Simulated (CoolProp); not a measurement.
Vapour-liquid equilibrium of methanol (1) + benzene (2) at 95.95 °C; x and y are mole fractions of (1).

Model: multi-fluid Helmholtz-energy mixture model, de Reuck 1993 and Thol 2012; pair parameters Bell 2016, in CoolProp.

Question: Give the bubble pressure and the first vapour's composition at x = 0.2, 0.5, 0.65. Is there an azeotrope?

Answer: x = 0.2: 3.058 bar, y = 0.509; x = 0.5: 3.437 bar, y = 0.614; x = 0.65: 3.485 bar, y = 0.664. y crosses x between x = 0.65 and 0.8: the model has an azeotrope there.

The pair parameters rest on a limited set of measurements; away from them the model extrapolates. With so large a gap from Raoult's law the liquid may split in two, which this calculation doesn't test in full.
